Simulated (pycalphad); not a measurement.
**Phase fractions of Al-4.74Si-21.1Sn (at.%)**

All values are pycalphad results on the COST 507 light-alloy database (1999) (1 atm), not direct measurements. These are 1990s assessments: newer ones move some temperatures and phases. The system is extrapolated from its subsystems; higher-order compounds may be missing. Phase fractions are per mole of atoms.

```csv
T (K),liquid,fcc,diamond (Si),bct (Sn)
850,1.000,-,-,-
800,[?],[?],[?],-
750,0.270,0.687,0.043,-
700,0.247,0.708,0.045,-
650,[?],[?],[?],-
600,0.224,0.729,0.047,-
550,0.219,0.734,0.047,-
500,-,0.740,0.047,0.213
```

### Question
What belongs in the gaps?

### Answer

- 800, liquid: 0.321
- 800, fcc: 0.640
- 800, diamond (Si): 0.040
- 650, liquid: 0.233
- 650, fcc: 0.721
- 650, diamond (Si): 0.046
